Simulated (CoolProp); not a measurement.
Values from CoolProp's reference Helmholtz-energy equation of state, Lemmon 2003. It is a pseudo-pure fit of the blend.

Q: For R410A, give the phase and the Z, Joule-Thomson coefficient (K/MPa), isothermal compressibility (1/MPa), expansivity (1/kK) at 344.6 K and 24.1 bar; 406.8 K and 24.1 bar.

A: 
- 344.6 K and 24.1 bar: gas; Z 0.792, Joule-Thomson coefficient 12.9, isothermal compressibility 0.542, expansivity 6.39
- 406.8 K and 24.1 bar: gas; Z 0.897, Joule-Thomson coefficient 7.40, isothermal compressibility 0.464, expansivity 3.61
